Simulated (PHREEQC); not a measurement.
Make-up at 25 °C: 0.15 mol/kgw NaHSO4, 0.0033 mol/kgw Na2CO3 and 0.21 mol/kgw KCl. Closed to the air; pH follows from the charge balance.

Model: ion-association model, phreeqc.dat, run in PHREEQC.

Question: The ionic strength comes out as 0.464 mol/kgw. What activity coefficients do KSO4-, H+, Na+, Cl-, HSO4- get?

Answer: KSO4- 0.70, H+ 0.77, Na+ 0.72, Cl- 0.65, HSO4- 0.73.

Precipitation was switched off in this run.
